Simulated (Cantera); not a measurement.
Input: 1 mol S, 0.14 mol H2, 1.2 mol N2, held at 2573 K.

Method: chemical equilibrium by Gibbs-energy minimisation in Cantera with the NASA 1993 tables (ideal gas, pure condensed phases). Candidate condensed phases: S; 15 gas species. The ideal-gas law is rough above about 30 bar. The numbers say what is thermodynamically allowed, not how fast it happens.

x: gas mole fraction; nothing condenses.

| P (Pa) | x N2 | x S | x S2 | x H | x H2 | x H2S | x SH |
|---|---|---|---|---|---|---|---|
| 10 | 0.487 | 0.396 | 0.00450 | 0.111 | 0.00105 | 1.23e-7 | 0.000415 |
| 84 | 0.503 | 0.356 | 0.0305 | 0.100 | 0.00716 | 6.38e-6 | 0.00283 |
| 710 | 0.555 | 0.232 | 0.110 | 0.0662 | 0.0264 | 0.000129 | 0.0103 |
| 6000 | 0.608 | 0.105 | 0.191 | 0.0301 | 0.0461 | 0.000868 | 0.0180 |
| 50000 | 0.636 | ? | 0.233 | ? | 0.0545 | ? | 0.0216 |
| 420000 | 0.649 | ? | 0.248 | ? | 0.0533 | ? | 0.0220 |
| 3600000 | 0.658 | 0.00492 | 0.250 | 0.00119 | 0.0433 | 0.0229 | 0.0199 |
| 30000000 | 0.665 | 0.00170 | 0.247 | 0.000330 | 0.0276 | 0.0419 | 0.0158 |

Question: Complete the blanks.

Answer: 
- 50000, x S: 0.0403
- 50000, x H: 0.0113
- 50000, x H2S: 0.00327
- 420000, x S: 0.0143
- 420000, x H: 0.00387
- 420000, x H2S: 0.00955
